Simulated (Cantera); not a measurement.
A closed system holds: 1 mol C3H8, 0.029 mol CO2, 1.2 mol N2, at 2298.15 K and 0.0133 bar.

Cantera equilibrium calculation (NASA polynomials, part measured and part estimated; ideal gas, pure solids and liquids). Candidate condensed phases: C, C6H6, C7H8, C8H18, H2O; 136 gas species. Kinetics and transport are ignored.

Base state: H2 0.689, N2 0.212, H 0.0689, HCN 0.0156, CO 0.0107, C2H2 (acetylene) 0.00295, HNC 0.00142, CN 6.62e-5 (mole fractions); condensed: C(graphite).

Problem. What changes in the equilibrium state with this change: CO2 from 0.029 to 0.098 mol?

Solution. 
```csv
species,before,after
H2,0.689,0.671
N2,0.212,0.206
H,0.0689,0.0680
CO,0.0107,0.0351
HCN,0.0156,0.0152
C2H2 (acetylene),0.00295,0.00287
HNC,0.00142,0.00138
C2H,1.33e-5,1.31e-5
CN,6.62e-5,6.53e-5
"C(graphite), mol",2.85,2.78
```

Problem. What changes in the equilibrium state with this change: temperature from 2298.15 K to 2148 K?

Solution. 
| species | before | after |
|---|---|---|
| H2 | 0.689 | 0.727 |
| N2 | 0.212 | 0.219 |
| H | 0.0689 | 0.0308 |
| HCN | 0.0156 | 0.0101 |
| CO | 0.0107 | 0.0109 |
| C2H | 1.33e-5 | 1.76e-6 |
| CN | 6.62e-5 | 1.38e-5 |
| C2H2 (acetylene) | 0.00295 | 0.00139 |
| C(graphite), mol | 2.85 | 2.90 |
